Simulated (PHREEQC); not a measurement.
Consider water at 16 °C with 0.014 mol/kgw Pb(NO3)2, 0.00054 mol/kgw ZnCl2, 7.7e-06 mol/kgw NaHCO3 and 0.0052 mol/kgw Na2SO4. Closed to the air; pH follows from the charge balance.

Equilibrium calculation in PHREEQC: ion-association model, phreeqc.dat.

Precipitation was switched off in this run.

Q: Predict the pH, ionic strength.

A: pH 5.06; ionic strength 0.0441 mol/kgw.

Q: In which forms is Pb present?

A: Pb+2 67 %, PbSO4 20 %, PbNO3+ 12 %, PbCl+ 0.9 % of the Pb.

The solution is supersaturated, for example in Anglesite, so a real one may precipitate; this is no full list. Species that the database lacks are ignored.
